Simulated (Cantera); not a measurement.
Charge: 1 mol CuO, 8.4 mol CO, 0.39 mol H2, at 10.0 Torr.

Cantera equilibrium calculation (NASA polynomials, part measured and part estimated; ideal gas, pure solids and liquids). Candidate condensed phases: C, C6H6, C7H8, C8H18, Cu, CuO, Cu(OH)2, Cu2O, H2O; 113 gas species. The numbers say what is thermodynamically allowed, not how fast it happens.

### Question
At 1475 K, list the 5 most abundant gas species with their mole fractions, and the condensed phases.

### Answer
CO 0.852, CO2 0.103, H2 0.0341, H2O 0.0103, Cu 0.000402. Condensed: Cu(l).
